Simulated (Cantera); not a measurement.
# Equilibrium for abatement and gas-phase synthesis: S + H₂ + SO₂

Charge: 1 mol S, 0.92 mol H₂, a varied amount of SO₂, held at 848 K and 10.0 mbar.

These are equilibrium values from Cantera (NASA tables, ideal gas, pure condensed phases), not measurements of a reactor. Candidate condensed phases: H₂O, H₂SO₄, S; 19 gas species. Gases not in the tables: S₃ to S₇. Kinetics and transport are ignored.

```json
[
 {"n(SO₂) (mol)": "0.1", "x H₂S": "0.628", "x H₂O": "0.178", "x S₂": "0.177", "x SO₂": "0.000272", "x H₂": "0.0159"},
 {"n(SO₂) (mol)": "0.12", "x H₂S": "0.580", "x H₂O": "0.208", "x S₂": "0.198", "x SO₂": "0.000512", "x H₂": "0.0139"},
 {"n(SO₂) (mol)": "0.14", "x H₂S": "0.534", "x H₂O": "0.236", "x S₂": "0.217", "x SO₂": "0.000895", "x H₂": "0.0122"},
 {"n(SO₂) (mol)": "0.17", "x H₂S": "0.469", "x H₂O": "0.275", "x S₂": "0.244", "x SO₂": "0.00187", "x H₂": "0.0101"},
 {"n(SO₂) (mol)": "0.2", "x H₂S": "0.411", "x H₂O": "0.309", "x S₂": "0.267", "x SO₂": "0.00355", "x H₂": "0.00848"},
 {"n(SO₂) (mol)": "0.23", "x H₂S": "0.359", "x H₂O": "0.339", "x S₂": "0.288", "x SO₂": "0.00628", "x H₂": "0.00712"},
 {"n(SO₂) (mol)": "0.28", "x H₂S": "0.286", "x H₂O": "0.379", "x S₂": "0.315", "x SO₂": "0.0141", "x H₂": "0.00543"},
 {"n(SO₂) (mol)": "0.33", "x H₂S": "0.231", "x H₂O": "0.404", "x S₂": "0.332", "x SO₂": "0.0266", "x H₂": "0.00428"},
 {"n(SO₂) (mol)": "0.38", "x H₂S": "0.191", "x H₂O": "0.419", "x S₂": "0.341", "x SO₂": "0.0432", "x H₂": "0.00350"},
 {"n(SO₂) (mol)": "0.45", "x H₂S": "0.153", "x H₂O": "0.426", "x S₂": "0.345", "x SO₂": "0.0706", "x H₂": "0.00279"},
 {"n(SO₂) (mol)": "0.53", "x H₂S": "0.125", "x H₂O": "0.424", "x S₂": "0.341", "x SO₂": "0.104", "x H₂": "0.00228"},
 {"n(SO₂) (mol)": "0.63", "x H₂S": "0.101", "x H₂O": "0.415", "x S₂": "0.332", "x SO₂": "0.146", "x H₂": "0.00188"},
 {"n(SO₂) (mol)": "0.74", "x H₂S": "0.0837", "x H₂O": "0.402", "x S₂": "0.320", "x SO₂": "0.189", "x H₂": "0.00158"}
]
```
x: gas mole fraction; nothing condenses.

From 0.1 mol SO₂ to 0.74 mol SO₂ nothing is condensed.
